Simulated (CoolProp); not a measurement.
Properties of fluorine along the isobar 101 kPa.

Values from CoolProp's reference Helmholtz-energy equation of state, de Reuck 1990.

```tsv
T (°C)	phase	density (kg/m³)	cv (kJ/(kg K))	Joule-Thomson coefficient (K/MPa)	isothermal compressibility (1/MPa)	fugacity coefficient
-165.85	gas	4.373	0.5572	15.30	10.07	0.9840
-160.85	gas	4.169	0.5558	13.85	10.04	0.9861
-155.85	gas	3.984	0.5548	12.59	10.02	0.9879
-150.95	gas	3.818	0.5540	11.52	10.01	0.9894
-145.95	gas	3.663	0.5535	10.57	9.996	0.9906
-140.95	gas	3.521	0.5531	9.731	9.985	0.9917
-135.95	gas	3.389	0.5530	8.989	9.976	0.9926
-131.05	gas	3.270	0.5530	8.343	9.968	0.9934
-126.05	gas	3.157	0.5531	7.755	9.961	0.9941
-121.05	gas	3.051	0.5534	7.228	9.955	0.9947
-116.05	gas	2.952	0.5539	6.755	9.949	0.9952
-111.15	gas	2.862	0.5545	6.336	9.945	0.9956
-106.15	gas	2.775	0.5552	5.949	9.941	0.9961
-101.15	gas	2.693	0.5561	5.598	9.937	0.9964
-96.15	gas	2.616	0.5571	5.278	9.934	0.9967
-91.25	gas	2.545	0.5582	4.992	9.931	0.9970
```
